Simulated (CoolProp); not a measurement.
A single-stage vapour-compression cycle with sulfur dioxide: evaporating at 253.15 K (dew point), condensing at 296.15 K (bubble point), superheat 8 K, subcooling 0 K, compressor efficiency 0.9, no pressure losses. Each further row changes one setting.

The numbers come from the reference Helmholtz-energy equation of state, Gao 2016 in CoolProp.

```csv
case,cooling COP,pressure ratio,discharge temperature (K),refrigerating effect (kJ/kg),volumetric capacity (kJ/m³)
as stated,4.41,5.77,386.6,344,657
evaporating temperature 258.15 K,5.20,4.54,374.0,(withheld),(withheld)
condensing temperature 291.15 K,(withheld),(withheld),(withheld),351,670
subcooling 5 K,(withheld),5.77,386.6,351,670
superheat 18 K,4.32,5.77,400.0,351,(withheld)
compressor efficiency 0.8,3.92,5.77,(withheld),344,657
```

Task: Fill in the missing entries.

Result: 
- evaporating temperature 258.15 K, refrigerating effect (kJ/kg): 347
- evaporating temperature 258.15 K, volumetric capacity (kJ/m³): 827
- condensing temperature 291.15 K, cooling COP: 5.08
- condensing temperature 291.15 K, pressure ratio: 4.85
- condensing temperature 291.15 K, discharge temperature (K): 372.7
- subcooling 5 K, cooling COP: 4.50
- superheat 18 K, volumetric capacity (kJ/m³): 643
- compressor efficiency 0.8, discharge temperature (K): 400.5
